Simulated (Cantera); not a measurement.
A perfectly stirred reactor is fed with CH4 : O2 : N2 = 1 : 4.76 : 17.9 (molar parts), at 1.01 bar; it is adiabatic with a 500 K inlet, and is followed from long to short residence time, starting on the burning branch (τ in s: 0.16, 0.056, 0.02, 0.007, 0.0025, 0.00089, 0.00031, 0.00011, 4e-05, 1.4e-05).

Model: GRI-Mech 3.0 (53 species, 325 reactions), integrated in Cantera.

Task: What does this change do: N2 17.9 to 14 parts?

Result: 
| quantity | before | after |
|---|---|---|
| blow-out, bracketed by the residence times tried | burning at 2.50 ms, out at 0.890 ms | burning at 0.890 ms, out at 0.310 ms |
| x(CH4) at τ = 0.160 s | 2.17e-5 | 1.18e-5 |
| x(O2) at τ = 0.160 s | 0.117 | 0.140 |
| x(C2H4) at τ = 0.160 s | 1.21e-8 | 2.28e-9 |
| x(OH) at τ = 0.160 s | 0.000338 | 0.000641 |
| x(CH2CO) at τ = 0.160 s | 6.99e-9 | 1.42e-9 |
| x(CH4) at τ = 0.890 ms | 0.0423 | 0.000407 |
| x(O2) at τ = 0.890 ms | 0.201 | 0.143 |
| x(C2H4) at τ = 0.890 ms | <1e-12 | 1.08e-7 |
| x(OH) at τ = 0.890 ms | <1e-12 | 0.00235 |
| x(CH2CO) at τ = 0.890 ms | <1e-12 | 1.07e-7 |
